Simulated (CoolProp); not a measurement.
A simple Rankine cycle with R1336mzz(E): condensing at 298.15 K, boiler at 0.774 MPa, turbine inlet 346.8 K, turbine efficiency 0.75, pump efficiency 0.6, no recuperator. Each further row changes one setting.

Values from CoolProp's reference Helmholtz-energy equation of state, Akasaka 2023.

| case | thermal efficiency (%) | net work (kJ/kg) | heat in (kJ/kg) | turbine exit temperature (K) | volume ratio over the turbine |
|---|---|---|---|---|---|
| as stated | 8.2 | 14.4 | 176 | ___ | 4.33 |
| turbine inlet 366.8 K | 8.1 | 15.9 | ___ | 338.6 | 4.18 |
| condensing temperature 290.15 K | 9.5 | 17.6 | ___ | ___ | 5.78 |
| boiler pressure 0.542 MPa | 6.3 | 11.5 | ___ | 326.8 | 2.88 |
| turbine efficiency 0.65 | 7.1 | 12.4 | 176 | 320.1 | 4.37 |

### Question
Some entries are withheld; supply them.

### Answer

- as stated, turbine exit temperature (K): 317.7
- turbine inlet 366.8 K, heat in (kJ/kg): 195
- condensing temperature 290.15 K, heat in (kJ/kg): 186
- condensing temperature 290.15 K, turbine exit temperature (K): 312.9
- boiler pressure 0.542 MPa, heat in (kJ/kg): 181
